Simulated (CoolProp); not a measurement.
Saturation properties of toluene.

Model: reference Helmholtz-energy equation of state, Lemmon 2006, in CoolProp. It is a short technical equation, of lower accuracy than the large ones.

| T (K) | p (kPa) | liquid density (kg/m³) | liquid viscosity (µPa s) |
|---|---|---|---|
| 320.7 | 11.06 | 841.0 | 429 |
| 324.8 | 13.18 | 837.1 | 412 |
| 328.8 | … | 833.3 | 396 |
| 332.9 | 18.36 | 829.4 | 380 |
| 336.9 | 21.47 | 825.6 | 366 |
| 341 | 25.10 | 821.6 | 353 |
| 345 | 29.10 | 817.7 | 340 |
| 349 | 33.61 | 813.8 | 328 |
| 353.1 | 38.80 | 809.8 | 317 |
| 357.1 | 44.47 | 805.9 | 307 |
| 361.2 | 50.95 | 801.9 | 296 |
| 365.2 | … | 797.9 | 287 |
| 369.3 | … | 793.8 | 278 |
| 373.3 | 74.58 | 789.8 | 269 |
| 377.4 | … | 785.6 | 261 |

Question: Some entries are withheld; supply them.

Answer: 
- 328.8, p (kPa): 15.56
- 365.2, p (kPa): 57.98
- 369.3, p (kPa): 65.97
- 377.4, p (kPa): 84.32

It boils at 383.7 K under 1 atm.

Viscosity comes from a separate model (Avgeri 2015).
